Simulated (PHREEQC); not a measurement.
Make-up at 25 °C: 2.2 mmol/kgw HF, 53 mmol/kgw NH4F and 0.66 mmol/kgw H2SiF6. Closed to the air; pH follows from the charge balance.

Computed with PHREEQC (ion-association model, phreeqc.dat).

Each row changes one thing in this solution. This is a speciation only: nothing precipitates in the calculation.

| case | pH | ionic strength (mol/kgw) | F- (mol/kgw) | HF (mol/kgw) | HF2- (mol/kgw) | H4SiO4 (mol/kgw) | SI of Quartz (SiO2) |
|---|---|---|---|---|---|---|---|
| as made | 4.32 | 0.0537 | 0.0512 | 0.00290 | 0.000568 | 7.80e-9 | -4.12 |
| H2SiF6 from 0.00066 to 0.0066 mol/kgw | 3.54 | 0.0599 | 0.0382 | 0.0131 | 0.00192 | 3.24e-10 | -5.50 |
| H2SiF6 from 0.00066 to 0.000594 mol/kgw | 4.34 | 0.0537 | 0.0513 | 0.00279 | 0.000548 | 8.15e-9 | -4.10 |
| temperature from 25 to 90 °C | 4.82 | 0.0535 | 0.0511 | 0.00326 | 0.000690 | 9.69e-5 | -0.81 |
| diluted 5-fold with water | 4.31 | 0.0108 | 0.0104 | 0.000679 | 2.71e-5 | 1.39e-5 | -0.88 |
| NH4F left out | 2.74 | 0.00244 | 0.000820 | 0.00210 | 6.62e-6 | 0.000123 | +0.07 |
| diluted 100-fold with water | 4.48 | 0.000564 | 0.000564 | 2.74e-5 | 5.93e-8 | 6.60e-6 | -1.20 |

Some of these states are supersaturated (in Quartz (slow to form), for instance). Away from 25 °C the constants follow the database's enthalpies or fits; those with neither stay at their 25 °C values. SiF6-2 is the database's only silicon fluoride.
